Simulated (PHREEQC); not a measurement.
Solution (50 °C): 0.15 mol/kgw ZnCl2, 0.001 mol/kgw KCl and 0.00027 mol/kgw HCl. Closed to the air; pH follows from the charge balance.

Computed with PHREEQC (ion-association model, phreeqc.dat).

Precipitation was switched off in this run.

Order these Cl species by the share of Cl that they hold, largest first: ZnCl2, ZnCl4-2, Cl-, ZnCl3-, ZnCl+.

Cl- (81 %), ZnCl+ (14 %), ZnCl2 (3.2 %), ZnCl3- (1.6 %), ZnCl4-2 (0.60 %)

Order these Zn species by the share of Zn that they hold, largest first: ZnCl2, ZnCl4-2, ZnCl+, ZnCl3-, Zn+2.

Zn+2 (67 %), ZnCl+ (28 %), ZnCl2 (3.2 %), ZnCl3- (1.1 %), ZnCl4-2 (0.30 %)

The pH is 3.68 and the ionic strength 0.347 mol/kgw. Complexes and solids missing from the database can't appear. Constants without temperature data keep their 25 °C values here.
